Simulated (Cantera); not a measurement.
Cantera run, input and output.

```python
import numpy as np
import cantera as ct

gas = ct.Solution("gri30.yaml", transport_model="mixture-averaged")
show = ['H2', 'H2O', 'OH']

rows = []
print(f"{'T/K':>7s}{'rho':>11s}{'cp':>10s}{'mu':>11s}{'lambda':>11s}{'Pr':>7s}" + "".join(f"{'D_' + s:>11s}" for s in show))
for T in [400, 650, 900, 1150, 1400, 1650, 1900, 2150, 2400]:
    gas.TPX = T, 89000, {'C3H8': 0.6}
    Pr = gas.cp_mass * gas.viscosity / gas.thermal_conductivity
    D = [gas.mix_diff_coeffs_mole[gas.species_index(s)] for s in show]
    rows.append([gas.density, gas.cp_mass, gas.viscosity, gas.thermal_conductivity, Pr, *D])
    print(f"{T:7g}{gas.density:11.4e}{gas.cp_mass:10.1f}{gas.viscosity:11.4e}"
          f"{gas.thermal_conductivity:11.4e}{Pr:7.3f}" + "".join(f"{d:11.4e}" for d in D))
print("SI units: kg/m3, J/kg/K, Pa s, W/m/K, m2/s")
```

Result:

```
    T/K        rho        cp         mu     lambda     Pr       D_H2      D_H2O       D_OH
    400 1.1801e+00    2133.9 1.0870e-05 3.0696e-02  0.756 8.8160e-05 2.3116e-05 3.3187e-05
    650 7.2619e-01    3083.2 1.6514e-05 6.7360e-02  0.756 2.0182e-04 5.9217e-05 7.7520e-05
    900 5.2447e-01    3748.9 2.1240e-05 1.0510e-01  0.758 3.4848e-04 1.0815e-04 1.3492e-04
   1150 4.1046e-01    4195.3 2.5378e-05 1.4134e-01  0.753 5.2441e-04 1.6792e-04 2.0382e-04
   1400 3.3716e-01    4523.1 2.9111e-05 1.7552e-01  0.750 7.2719e-04 2.3729e-04 2.8322e-04
   1650 2.8608e-01    4780.3 3.2552e-05 2.0759e-01  0.750 9.5505e-04 3.1541e-04 3.7239e-04
   1900 2.4843e-01    4977.9 3.5772e-05 2.3766e-01  0.749 1.2066e-03 4.0171e-04 4.7082e-04
   2150 2.1955e-01    5126.1 3.8823e-05 2.6586e-01  0.749 1.4808e-03 4.9577e-04 5.7806e-04
   2400 1.9668e-01    5234.2 4.1740e-05 2.9235e-01  0.747 1.7766e-03 5.9729e-04 6.9376e-04
SI units: kg/m3, J/kg/K, Pa s, W/m/K, m2/s
```

Cantera simulation using GRI-Mech 3.0 (53 species, 325 reactions); the numbers are that mechanism's predictions, not measurements. The composition is frozen, though it would react at the higher temperatures.
